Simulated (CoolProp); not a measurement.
The numbers come from the reference Helmholtz-energy equation of state, Lemmon 2022 in CoolProp.

Q: For R1234yf, give the phase and the isothermal compressibility (1/MPa), viscosity (µPa s), conductivity (mW/(m K)), fugacity coefficient at 3.55 °C and 10.8 MPa; 114.15 °C and 1.24 MPa; -30.65 °C and 0.19 MPa.

A: 
- 3.55 °C and 10.8 MPa: liquid; isothermal compressibility 0.00293, viscosity 230, conductivity 76.6, fugacity coefficient 0.0459
- 114.15 °C and 1.24 MPa: gas; isothermal compressibility 0.920, viscosity 16.2, conductivity 22.0, fugacity coefficient 0.895
- -30.65 °C and 0.19 MPa: liquid; isothermal compressibility 0.00241, viscosity 296, conductivity 82.0, fugacity coefficient 0.487

Viscosity comes from a separate model (Bell 2016), an estimate that may be off by 10 % or more. Thermal conductivity comes from a separate model (Perkins 2011).
